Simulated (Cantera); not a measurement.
A perfectly stirred reactor is fed with 2.04 % C2H6, 96.0 % H2, 1.96 % N2, at 760 Torr; it is held at 1973 K, and followed from long to short residence time.

Detailed kinetics in Cantera: GRI-Mech 3.0 (53 species, 325 reactions). GRI-Mech 3.0 stops at C3 and has no aromatics, soot or wall deposition, so with more carbon than oxygen in the feed, carbon stays in small species such as C2H2 where larger ones or solid carbon would form.

Q: Predict: x(C2H6) at τ = 0.350 s; x(H2) at τ = 0.350 s; x(CH4) at τ = 0.350 s; x(C2H) at τ = 0.350 s; x(CH3) at τ = 0.350 s; x(C2H6) at τ = 25.0 ms; x(H2) at τ = 25.0 ms; x(CH4) at τ = 25.0 ms; x(C2H) at τ = 25.0 ms; x(CH3) at τ = 25.0 ms.

A: 
| Quantity | Value |
|---|---|
| x(C2H6) at τ = 0.350 s | 2.77e-7 |
| x(H2) at τ = 0.350 s | 0.958 |
| x(CH4) at τ = 0.350 s | 0.00354 |
| x(C2H) at τ = 0.350 s | 4.17e-7 |
| x(CH3) at τ = 0.350 s | 9.67e-5 |
| x(C2H6) at τ = 25.0 ms | 2.65e-6 |
| x(H2) at τ = 25.0 ms | 0.955 |
| x(CH4) at τ = 25.0 ms | 0.00891 |
| x(C2H) at τ = 25.0 ms | 3.62e-7 |
| x(CH3) at τ = 25.0 ms | 0.000248 |
